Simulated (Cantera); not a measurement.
An isothermal, constant-pressure homogeneous reactor starts with NO : N2 = 1 : 0.12 (molar parts), at 1800 K and 0.385 atm. Integrator tolerance rtol = 1e-08.

Cantera simulation using GRI-Mech 3.0 (53 species, 325 reactions); the numbers are that mechanism's predictions, not measurements.

**Question.** What does this change do: pressure from 0.385 atm to 0.0513 atm?

**Answer.** 
```
quantity                                             before                                      after
----------------  -----------------------------------------  -----------------------------------------
x(NO) at 30.0 s      0.0792 (gas-phase equilibrium 0.00507)      0.429 (gas-phase equilibrium 0.00507)
x(O) at 30.0 s    0.000125 (gas-phase equilibrium 0.000131)  0.000266 (gas-phase equilibrium 0.000358)
x(O2) at 30.0 s         0.407 (gas-phase equilibrium 0.444)        0.232 (gas-phase equilibrium 0.444)
x(NO2) at 30.0 s   0.000172 (gas-phase equilibrium 1.15e-5)   0.000254 (gas-phase equilibrium 4.21e-6)
x(N2) at 30.0 s         0.514 (gas-phase equilibrium 0.551)        0.339 (gas-phase equilibrium 0.551)
x(N2O) at 30.0 s    2.36e-6 (gas-phase equilibrium 1.52e-7)    5.56e-5 (gas-phase equilibrium 5.56e-8)
```

**Question.** What does this change do: temperature 1800 to 1850 K?

**Answer.** 
```
quantity                                             before                                      after
----------------  -----------------------------------------  -----------------------------------------
x(NO) at 30.0 s      0.0792 (gas-phase equilibrium 0.00507)     0.0325 (gas-phase equilibrium 0.00598)
x(O) at 30.0 s    0.000125 (gas-phase equilibrium 0.000131)  0.000204 (gas-phase equilibrium 0.000207)
x(O2) at 30.0 s         0.407 (gas-phase equilibrium 0.444)        0.430 (gas-phase equilibrium 0.443)
x(NO2) at 30.0 s   0.000172 (gas-phase equilibrium 1.15e-5)    6.58e-5 (gas-phase equilibrium 1.23e-5)
x(N2) at 30.0 s         0.514 (gas-phase equilibrium 0.551)        0.537 (gas-phase equilibrium 0.551)
x(N2O) at 30.0 s    2.36e-6 (gas-phase equilibrium 1.52e-7)    5.39e-7 (gas-phase equilibrium 1.78e-7)
```

**Question.** What does this change do: temperature 1800 to 1900 K?

**Answer.** 
```json
[
 {"quantity": "x(NO) at 30.0 s", "before": "0.0792 (gas-phase equilibrium 0.00507)", "after": "0.0142 (gas-phase equilibrium 0.00698)"},
 {"quantity": "x(O) at 30.0 s", "before": "0.000125 (gas-phase equilibrium 0.000131)", "after": "0.000319 (gas-phase equilibrium 0.000320)"},
 {"quantity": "x(O2) at 30.0 s", "before": "0.407 (gas-phase equilibrium 0.444)", "after": "0.439 (gas-phase equilibrium 0.443)"},
 {"quantity": "x(NO2) at 30.0 s", "before": "0.000172 (gas-phase equilibrium 1.15e-5)", "after": "2.63e-5 (gas-phase equilibrium 1.30e-5)"},
 {"quantity": "x(N2) at 30.0 s", "before": "0.514 (gas-phase equilibrium 0.551)", "after": "0.546 (gas-phase equilibrium 0.550)"},
 {"quantity": "x(N2O) at 30.0 s", "before": "2.36e-6 (gas-phase equilibrium 1.52e-7)", "after": "2.60e-7 (gas-phase equilibrium 2.07e-7)"}
]
```
